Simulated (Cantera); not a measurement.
Charge: 1 mol NF₃, 0.058 mol SO₂, 1.4 mol H₂, at 1330 Pa.

Cantera equilibrium calculation (NASA polynomials, part measured and part estimated; ideal gas, pure solids and liquids). Candidate condensed phases: H₂O, H₂SO₄, S; 62 gas species. The tables' values for SOF₂, SF₃ are old estimates; treat these amounts as uncertain. Kinetics and transport are ignored.

### Question
At 1625 K, list the 4 most abundant gas species with their mole fractions, and the condensed phases.

### Answer
HF 0.791, N₂ 0.141, F 0.0507, SO₂ 0.0135. Condensed: gas only.
